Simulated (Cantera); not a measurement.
A diamond (100) surface in a fixed gas of H2 with x(CH4) = 0.0051, x(H) = 0.017, at 950 K, 0.220 bar; coverages are run to steady state.

Computed with Cantera and the Harris–Goodwin 1993 mechanism for the reconstructed diamond (100) surface.

One state of this run: growth (µm/h) = 5.13; θ c6HH = 0.642; θ c6H* = 0.0148; θ c6*H = 0.334; θ c6** = 0.00679; θ c6HM = 0.00223. θ: site fractions in the mechanism's names (c6HH fully hydrogenated, c6H* and c6*H radical sites, c6** diradical, c6HM methylated).

Task: Which value of x(CH3) does it belong to?
A. 5.6e-05
B. 0.00015
C. 2e-05
D. 2.7e-06

Result: A, 5.6e-05
